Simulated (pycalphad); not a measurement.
Effect of Si content in Al-Si-Fe

All values are pycalphad results on the COST 507 light-alloy database (1999) (1 atm), not direct measurements. The database dates from 1999; later assessments differ in places, in temperatures and in the compounds included. Phase fractions are per mole of atoms.

Problem. One of these alloys has its liquidus at 619 °C, its solidus at 576 °C, and holds LIQUID 0.68, FCC_A1 0.32 at 602 °C. Which?
(A) Al-4.239Si-0.5152Fe (wt.%)
(B) Al-12.67Si-0.5135Fe (wt.%)
(C) Al-16.87Si-0.5126Fe (wt.%)
(D) Al-6.358Si-0.5148Fe (wt.%)
(E) Al-2.116Si-0.5156Fe (wt.%)
(F) Al-8.464Si-0.5143Fe (wt.%)

Solution. D, Al-6.358Si-0.5148Fe (wt.%). The others: Al-2.116Si-0.5156Fe (wt.%), liquidus 646, solidus 576; Al-4.239Si-0.5152Fe (wt.%), liquidus 633, solidus 576; Al-8.464Si-0.5143Fe (wt.%), liquidus 605, solidus 576; Al-12.67Si-0.5135Fe (wt.%), liquidus 579, solidus 576; Al-16.87Si-0.5126Fe (wt.%), liquidus 643, solidus 576

FCC_A1 is fcc.
